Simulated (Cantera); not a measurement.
Input (Python, Cantera):

```python
import numpy as np
import cantera as ct

gas = ct.Solution("gri30.yaml")
gas.TPX = 1275, 2300, {'C2H6': 1, 'N2': 130}
reactor = ct.IdealGasConstPressureReactor(gas, energy="off", clone=False)
net = ct.ReactorNet([reactor])
net.rtol, net.atol = 1e-08, 1e-18
show = ['C2H6', 'C2H', 'CH4', 'H2', 'H', 'C2H2']
times = np.geomspace(1e-05, 4, 14)

steps = ct.SolutionArray(gas, extra=["t"])
rows = []
print(f"{'t/s':>10s}{'T/K':>9s}{'P/Pa':>11s}" + "".join(f"{s:>11s}" for s in show))
for t in times:
    while net.time < t:
        t_next = net.step()
        steps.append(gas.state, t=t_next)
    rows.append([np.interp(t, steps.t, y) for y in (steps.T, steps.P, *steps(*show).X.T)])
    print(f"{t:10.3e}{rows[-1][0]:9.1f}{rows[-1][1]:11.4g}" + "".join(f"{x:11.3e}" for x in rows[-1][2:]))
rate = np.gradient(steps.T, steps.t)
print("integrator steps:", len(steps.t))
if steps.T.max() > steps.T[0] + 200:
    print(f"time of steepest temperature rise: {steps.t[rate.argmax()]:.4e} s")
gas.TPX = 1275, 2300, {'C2H6': 1, 'N2': 130}
gas.equilibrate("TP")
print(f"equilibrium (TP): T = {gas.T:.1f} K  " + "  ".join(f"{s} {gas[s].X[0]:.3e}" for s in show))
```

Result:

```
       t/s      T/K       P/Pa       C2H6        C2H        CH4         H2          H       C2H2
 1.000e-05   1275.0       2300  7.634e-03  6.350e-33  3.433e-11  1.239e-12  3.209e-11  7.887e-20
 2.697e-05   1275.0       2300  7.633e-03  1.444e-30  2.493e-10  9.523e-12  9.661e-11  2.427e-18
 7.275e-05   1275.0       2300  7.633e-03  5.815e-28  1.810e-09  9.532e-11  4.385e-10  9.168e-17
 1.962e-04   1275.0       2300  7.632e-03  5.149e-25  1.313e-08  1.740e-09  3.647e-09  4.030e-15
 5.293e-04   1275.0       2300  7.629e-03  7.227e-22  9.506e-08  4.375e-08  3.452e-08  2.332e-13
 1.428e-03   1275.0       2300  7.620e-03  1.756e-18  6.818e-07  1.022e-06  2.875e-07  2.760e-11
 3.851e-03   1275.0       2300  7.577e-03  7.723e-15  4.757e-06  2.063e-05  2.015e-06  6.351e-09
 1.039e-02   1275.0       2300  7.273e-03  6.596e-12  3.152e-05  2.537e-04  6.807e-06  9.079e-07
 2.802e-02   1275.0       2300  6.001e-03  8.391e-11  1.767e-04  1.359e-03  1.091e-05  2.917e-05
 7.557e-02   1275.0       2300  3.078e-03  4.283e-10  6.409e-04  4.131e-03  1.417e-05  3.448e-04
 2.038e-01   1275.0       2300  3.873e-04  1.267e-09  1.230e-03  7.804e-03  1.445e-05  1.887e-03
 5.498e-01   1275.0       2300  1.853e-05  6.974e-10  1.314e-03  9.956e-03  5.114e-06  3.745e-03
 1.483e+00   1275.0       2300  1.597e-06  2.810e-10  1.317e-03  1.106e-02  1.773e-06  4.834e-03
 4.000e+00   1275.0       2300  2.574e-07  1.276e-10  1.316e-03  1.181e-02  7.443e-07  5.584e-03
integrator steps: 1060
equilibrium (TP): T = 1275.0 K  C2H6 3.409e-11  C2H 1.594e-11  CH4 2.072e-05  H2 1.501e-02  H 5.994e-07  C2H2 1.101e-03
```

Computed with Cantera and GRI-Mech 3.0 (53 species, 325 reactions). GRI-Mech 3.0 stops at C3 and has no aromatics, soot or wall deposition, so with more carbon than oxygen in the feed, carbon stays in small species such as C2H2 where larger ones or solid carbon would form. Radical loss at walls, strong at low pressure, is not modelled.
